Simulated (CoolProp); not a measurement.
The fluid at 293.15 K and 1.25 MPa (liquid) is heated at constant pressure to 446.1 K. The same conditions are run with several fluids, on thermodynamics alone (safety and materials aside).

Computed with CoolProp (reference Helmholtz-energy equation of state of each fluid (sulfur dioxide: Gao 2016; propyne: Polt 1992; dodecamethylcyclohexasiloxane (D6): Colonna 2008; R1224YDZ: Akasaka 2023; n-heptane: Span 2003)). The equations of Platzer and Polt are older, rougher fits.

Question: Rank sulfur dioxide, propyne, dodecamethylcyclohexasiloxane (D6), R1224YDZ, n-heptane by heat (kJ/kg), highest first.

Answer: propyne (740), sulfur dioxide (461), n-heptane (391), R1224YDZ (293), dodecamethylcyclohexasiloxane (D6) (262)

| fluid | final phase | final density (kg/m³) |
|---|---|---|
| sulfur dioxide | gas | 22.7 |
| propyne | gas | 14.3 |
| dodecamethylcyclohexasiloxane (D6) | liquid | 807 |
| R1224YDZ | gas | 57.0 |
| n-heptane | liquid | 536 |
